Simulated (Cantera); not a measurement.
What does this Cantera script print?

```python
import numpy as np
import cantera as ct

gas_names = """
    CL CL2 Fe FeCL FeCL2 FeCL3 Fe2CL4 Fe2CL6 N N2
""".split()
cond_names = """
    Fe(a) Fe(c) Fe(d) Fe(L) FeCL2(s) FeCL2(L) FeCL3(s) FeCL3(L)
""".split()


# ... load() reads the species with a 1 bar reference pressure and builds the phases ...
atoms = {
    'FeCl3': {'Fe': 1, 'CL': 3},
    'N2': {'N': 2},
}
top_T = {}  # K; cautious upper limits of use, not melting points


# ... equilibrate(T, P, feed) seeds the gas with the atoms and calls Mixture.equilibrate('TP', solver="vcs", rtol=1e-11, max_steps=5000) ...
results = []
feed = {'FeCl3': 1, 'N2': 100}  # mol
T = 1850  # K
P = 18  # Pa
mix = equilibrate(T, P, feed)
results.append((T, P, feed, dict(zip(mix.species_names, mix.species_moles))))
x = sorted(zip(gas.X, gas.species_names), reverse=True)
print(f"T = {T:g} K  P = {P:g} Pa  gas = {mix.phase_moles(0):.4g} mol")
print("   x: " + "  ".join(f"{s} {v:.3e}" for v, s in x if v > 0.001))
print("   condensed (mol): " + ("  ".join(f"{mix.phase(i).name} {mix.phase_moles(i):.4g}"
      for i in range(1, mix.n_phases) if mix.phase_moles(i) > 1e-12) or "none"))
```

Result:

```
T = 1850 K  P = 18 Pa  gas = 102.9 mol
   x: N2 9.721e-01  CL 1.819e-02  FeCL2 5.477e-03  Fe 4.226e-03
   condensed (mol): none
```

These are equilibrium values from Cantera (NASA tables, ideal gas, pure condensed phases), not measurements of a reactor.
